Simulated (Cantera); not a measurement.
Silicon etching in halogen gases: Si + Cl2 + N2

Charge: 1 mol Si, 0.85 mol Cl2, 6.9 mol N2, equilibrated at 0.100 bar.

Method: chemical equilibrium by Gibbs-energy minimisation in Cantera with the NASA 1993 tables (ideal gas, pure condensed phases). Candidate condensed phases: Si, Si3N4; 13 gas species. N2 is the only nitrogen source here; it is nearly inert below about 1500 K, so the nitride shown seldom forms there in practice. The tables' values for SiCl3 are old estimates; treat these amounts as uncertain. Rates play no part.

From 498 K to 1473 K the condensed part is Si3N4(s). The main Si-bearing gas is SiCl4 throughout.

```
T (K)   x N2  x SiCl4   x SiCl2   x SiCl3      x Cl    x SiCl     x Cl2  n Si3N4(s)
-----  -----  -------  --------  --------  --------  --------  --------  ----------
498    0.939   0.0612    <1e-12    <1e-12    <1e-12    <1e-12    <1e-12       0.192
573    0.939   0.0612    <1e-12  8.87e-12    <1e-12    <1e-12    <1e-12       0.192
648    0.939   0.0612    <1e-12  5.27e-10    <1e-12    <1e-12    <1e-12       0.192
723    0.939   0.0612    <1e-12   1.33e-8    <1e-12    <1e-12    <1e-12       0.192
798    0.939   0.0612  6.20e-11   1.83e-7  5.42e-12    <1e-12    <1e-12       0.192
873    0.939   0.0612   2.44e-9   1.59e-6  1.02e-10    <1e-12    <1e-12       0.192
948    0.939   0.0612   5.34e-8   9.83e-6   1.20e-9    <1e-12  4.95e-12       0.192
1023   0.939   0.0612   7.36e-7   4.62e-5   9.94e-9    <1e-12  3.34e-11       0.192
1098   0.939   0.0611   7.04e-6  0.000175   6.16e-8    <1e-12  1.74e-10       0.192
1173   0.939   0.0608   5.01e-5  0.000556   3.03e-7    <1e-12  7.31e-10       0.191
1248   0.938   0.0599  0.000278   0.00152   1.23e-6  2.69e-11   2.58e-9       0.190
1323   0.937   0.0577   0.00125   0.00364   4.23e-6  5.14e-10   7.77e-9       0.188
1398   0.935   0.0528   0.00464   0.00757   1.26e-5   7.04e-9   2.03e-8       0.182
1473   0.929   0.0431    0.0141    0.0133   3.26e-5   7.14e-8   4.50e-8       0.167
```
x: gas mole fraction; n: condensed amount in mol.
